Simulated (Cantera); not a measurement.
Stirred combustor or abatement burner

A perfectly stirred reactor is fed with 37.2 % CO, 1.53 % H2, 12.9 % O2, 48.4 % N2, equivalence ratio 1.5, at 6.12 atm; it is adiabatic with a 673 K inlet, and is followed from long to short residence time, starting on the burning branch (τ in s: 0.23, 0.064, 0.018, 0.0051, 0.0014, 0.00041, 0.00012, 3.3e-05, 9.2e-06).

Model: GRI-Mech 3.0 (53 species, 325 reactions), integrated in Cantera. The hydrogen kinetics of GRI-Mech 3.0 are dated; newer H2 mechanisms differ, most at raised pressure.

| τ (s) | T (K) | x CO | x H2 | x O2 | x H2O | x N2O |
|---|---|---|---|---|---|---|
| 0.23 | 2613 | 0.154 | 0.00131 | 0.00222 | 0.0150 | 2.79e-7 |
| 0.064 | 2611 | 0.154 | 0.00131 | 0.00234 | 0.0150 | 2.86e-7 |
| 0.018 | 2603 | 0.155 | 0.00132 | 0.00276 | 0.0149 | 3.12e-7 |
| 0.0051 | 2581 | 0.158 | 0.00134 | 0.00406 | 0.0146 | 3.87e-7 |
| 0.0014 | 2521 | 0.165 | 0.00140 | 0.00761 | 0.0138 | 5.53e-7 |
| 0.00041 | 2405 | 0.177 | 0.00152 | 0.0142 | 0.0126 | 7.65e-7 |
| 0.00012 | 2223 | 0.196 | 0.00168 | 0.0232 | 0.0109 | 9.13e-7 |
| 3.3e-5 | 1964 | 0.220 | 0.00177 | 0.0352 | 0.00912 | 9.72e-7 |
| 9.2e-6 | 673 | 0.372 | 0.0153 | 0.129 | <1e-12 | <1e-12 |
x: mole fraction; the columns are a selection and need not sum to one.
